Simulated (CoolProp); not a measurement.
A Linde-Hampson liquefier for dry air: isothermal reversible compression at 200 K from 1 atm to 30 MPa, throttling to 1 atm, return gas leaving the recuperator 10 K below the feed. Each further row changes one setting.

Computed with CoolProp (reference Helmholtz-energy equation of state, Lemmon 2000). It is a pseudo-pure fit of the blend.

```tsv
case	liquid yield per pass	compression work (kJ/kg of gas)
as stated	___	305
high pressure 60 MPa	___	___
warm-end temperature 230 K	___	___
warm-end gap 15 K	___	305
```

Problem. What belongs in the gaps?

Solution. 
- as stated, liquid yield per pass: 0.256
- high pressure 60 MPa, liquid yield per pass: 0.234
- high pressure 60 MPa, compression work (kJ/kg of gas): 356
- warm-end temperature 230 K, liquid yield per pass: 0.180
- warm-end temperature 230 K, compression work (kJ/kg of gas): 363
- warm-end gap 15 K, liquid yield per pass: 0.244
